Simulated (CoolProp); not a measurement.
A single-stage vapour-compression cycle with the fluid: evaporating at 199.15 K (dew point), condensing at 233.15 K (bubble point), superheat 0 K, subcooling 8 K, compressor efficiency 0.9, no pressure losses. The same conditions are run with several fluids, on thermodynamics alone (safety and materials aside).

The numbers come from the reference Helmholtz-energy equation of state of each fluid (ethylene: Smukala 2000; C2F6 (R116): Lemmon 2006; fluoroethane (R161): Wu 2012; R13: Platzer 1990; R115: Lemmon 2016; CH2F2 (R32): Tillner-Roth 1997) in CoolProp. The equations of Platzer and Polt are older, rougher fits.

Task: Rank ethylene, C2F6 (R116), fluoroethane (R161), R13, R115, CH2F2 (R32) by cooling COP, highest first.

Result: R115 (4.87), fluoroethane (R161) (4.80), R13 (4.75), C2F6 (R116) (4.66), CH2F2 (R32) (4.63), ethylene (4.53)

```csv
fluid,pressure ratio,discharge temperature (K),refrigerating effect (kJ/kg),volumetric capacity (kJ/m³)
ethylene,3.30,269.6,365,3000
C2F6 (R116),4.30,236.6,89.4,987
fluoroethane (R161),6.82,280.6,412,159
R13,4.07,253.4,121,1200
R115,6.31,240.1,114,167
CH2F2 (R32),6.34,303.3,364,326
```
